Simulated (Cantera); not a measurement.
Feed: 1 mol Nb, 5.2 mol H₂O, 25 mol H₂, 0.34 mol O₂, held at 1777 °C and 0.100 bar.

Equilibrium computed with Cantera from the NASA thermochemical tables; the gas is ideal and each condensed phase is pure. Candidate condensed phases: H₂O, Nb, NbO, NbO₂, Nb₂O₅; 12 gas species. Condensed phases not in the tables: the oxides between NbO₂ and Nb₂O₅. Kinetics and transport are ignored.

Base state: H₂ 0.865, H₂O 0.128, H 0.00667, OH 0.000108, NbO₂ 9.43e-5 (mole fractions); condensed: NbO₂(s).

Question: What changes in the equilibrium state with this change: Nb replaced by Zr?

Answer: 
| species | before | after |
|---|---|---|
| H₂ | 0.865 | 0.865 |
| H₂O | 0.128 | 0.128 |
| H | 0.00667 | 0.00667 |
| NbO₂ | 9.43e-5 | 0 |
| OH | 0.000108 | 0.000108 |
| NbO₂(s), mol | 0.997 | 0 |
| ZrO₂(tetragonal), mol | 0 | 1.00 |
Further candidate phases: Zr, ZrO₂.

Question: What changes in the equilibrium state with this change: pressure from 0.100 bar to 1.00 bar?

Answer: 
```json
[
 {"species": "H₂", "before": "0.865", "after": "0.870"},
 {"species": "H₂O", "before": "0.128", "after": "0.128"},
 {"species": "H", "before": "0.00667", "after": "0.00212"},
 {"species": "NbO₂", "before": "9.43e-5", "after": "9.43e-6"},
 {"species": "OH", "before": "0.000108", "after": "3.41e-5"},
 {"species": "NbO₂(s), mol", "before": "0.997", "after": "1.000"}
]
```
